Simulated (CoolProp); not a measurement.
Properties of R113 along the isotherm 282.3 K.

Computed with CoolProp (reference Helmholtz-energy equation of state, Marx 1992).

| p (MPa) | phase | density (kg/m³) | cv (kJ/(kg K)) | isothermal compressibility (1/MPa) | fugacity coefficient |
|---|---|---|---|---|---|
| 2.12 | liquid | 1605 | 0.6563 | 0.001471 | 0.01190 |
| 4.24 | liquid | 1610 | ? | 0.001423 | 0.006611 |
| 6.36 | liquid | ? | 0.6582 | 0.001379 | 0.004895 |
| 8.48 | liquid | 1620 | 0.6591 | 0.001338 | 0.004076 |
| 10.6 | liquid | 1624 | 0.6602 | 0.001300 | 0.003620 |
| 12.7 | liquid | 1629 | 0.6612 | ? | 0.003349 |
| 14.8 | liquid | 1633 | 0.6622 | 0.001232 | 0.003185 |
| 17 | liquid | 1637 | 0.6633 | ? | 0.003087 |
| 19.1 | liquid | ? | 0.6644 | 0.001171 | 0.003044 |
| 21.2 | liquid | 1646 | 0.6655 | 0.001144 | 0.003037 |
| 23.3 | liquid | 1649 | 0.6666 | 0.001119 | 0.003059 |
| 25.4 | liquid | 1653 | 0.6677 | ? | 0.003106 |
| 27.6 | liquid | 1657 | 0.6688 | 0.001070 | 0.003178 |
| 29.7 | liquid | 1661 | 0.6699 | 0.001049 | 0.003268 |
| 31.8 | liquid | 1665 | 0.6710 | 0.001028 | 0.003376 |
| 33.9 | liquid | 1668 | 0.6721 | 0.001008 | 0.003502 |

**Question.** Some entries are withheld; supply them.

**Answer.** 
- 4.24, cv (kJ/(kg K)): 0.6572
- 6.36, density (kg/m³): 1615
- 12.7, isothermal compressibility (1/MPa): 0.001265
- 17, isothermal compressibility (1/MPa): 0.001200
- 19.1, density (kg/m³): 1642
- 25.4, isothermal compressibility (1/MPa): 0.001094
